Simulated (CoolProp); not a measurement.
CF4 (R14) at 495 K and 0.731 MPa flows at 0.73 m/s in a round tube of 10 mm bore and 15 µm roughness, fully developed (64/Re and Nu = 3.66 if laminar; Colebrook and Gnielinski if turbulent). Each further row changes one setting.

Model: reference Helmholtz-energy equation of state, Platzer 1990, in CoolProp. This equation is an older, rougher fit.

```tsv
case	Reynolds number	Darcy friction factor	pressure drop (Pa/m)	heat-transfer coefficient (W/(m² K))	mass flow (kg/h)
as stated	4370	0.0404	16.8	48.1	3.23
velocity 1.46 m/s	8740	0.0341	56.8	91.7	6.45
diameter 20 mm	8740	0.0331	6.89	44.4	12.9
```

Viscosity comes from a separate model (Huber 2003), an estimate that may be off by 10 % or more. Thermal conductivity comes from a separate model (Huber 2003), an estimate that may be off by 10 % or more.
